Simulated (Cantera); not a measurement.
Charge: 1 mol MgO, 0.24 mol C, 0.02 mol H2, at 1927 °C and 5.70 mbar.

These are equilibrium values from Cantera (NASA tables, ideal gas, pure condensed phases), not measurements of a reactor. Candidate condensed phases: C, C6H6, C7H8, C8H18, H2O, Mg, MgCO3, MgO, Mg(OH)2; 116 gas species. The tables' values for MgH are old estimates; treat these amounts as uncertain. Rates play no part.

What is the equilibrium state?


* **x(Mg)**: 0.481
* **x(CO)**: 0.466
* **x(H2)**: 0.0304
* **x(H)**: 0.0130
* **x(CO2)**: 0.00652
* **x(H2O)**: 0.00224
* **x(MgOH)**: 0.000217
* **x(OH)**: 0.000134
* **x(MgO)**: 0.000129
* **n(MgO(s))**: 0.755 mol
* **gas amount**: 0.5080 mol
* **log10 activity of Mg(l) (absent)**: -4.35
* **log10 activity of C(graphite) (absent)**: -5.69
